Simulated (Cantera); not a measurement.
# Halide evaporation, hydrolysis and transport: MgCl2 + O2 + H2

Input: 1 mol MgCl2, 0.21 mol O2, 240 mol H2, equilibrated at 2000 °C and 10.0 mbar.

Cantera equilibrium calculation (NASA polynomials, part measured and part estimated; ideal gas, pure solids and liquids). Candidate condensed phases: H2O, Mg, MgCl2, MgO, Mg(OH)2; 22 gas species. The numbers say what is thermodynamically allowed, not how fast it happens.

```json
{
  "x(H2)": "0.906",
  "x(H)": "0.0800",
  "x(HCl)": "0.00745",
  "x(Mg)": "0.00395",
  "x(H2O)": "0.00164",
  "x(Cl)": "0.000475",
  "x(OH)": "2.25e-5",
  "x(MgCl)": "7.14e-6",
  "x(MgH)": "6.77e-6",
  "gas_amount": "252.1 mol",
  "log10 activity of Mg(l) (absent)": "-6.28"
}
```
